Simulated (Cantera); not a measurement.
Feed: 1 mol SiH2Cl2, 0.2 mol N2O, 44 mol N2, equilibrated at 14.0 mbar.

These are equilibrium values from Cantera (NASA tables, ideal gas, pure condensed phases), not measurements of a reactor. Candidate condensed phases: H2O, NH4Cl, Si, SiO2, Si2N2O, Si3N4; 47 gas species. Mutual solubility and eutectic melting of coexisting phases are not modelled. The tables' values for SiCl3 are old estimates; treat these amounts as uncertain. Kinetics and transport are ignored. All values below are at 977 °C.

Base state: N2 0.958, HCl 0.0343, H2 0.00480, SiCl4 0.00205, SiCl3 0.000280, SiCl2 0.000275, SiHCl3 1.02e-5 (mole fractions); condensed: Si2N2O(s) + Si3N4(s).

Q: What changes in the equilibrium state with this change: pressure from 14.0 mbar to 6.80 Pa?

A: 
| species | before | after |
|---|---|---|
| N2 | 0.958 | 0.957 |
| HCl | 0.0343 | 0.0308 |
| H2 | 0.00480 | 0.00646 |
| SiCl2 | 0.000275 | 0.00573 |
| SiCl4 | 0.00205 | 0.000124 |
| Cl | 1.73e-6 | 1.92e-5 |
| SiHCl3 | 1.02e-5 | 9.27e-7 |
| Si2N2O(s), mol | 0.200 | 0.200 |
| Si3N4(s), mol | 0.160 | 0.106 |
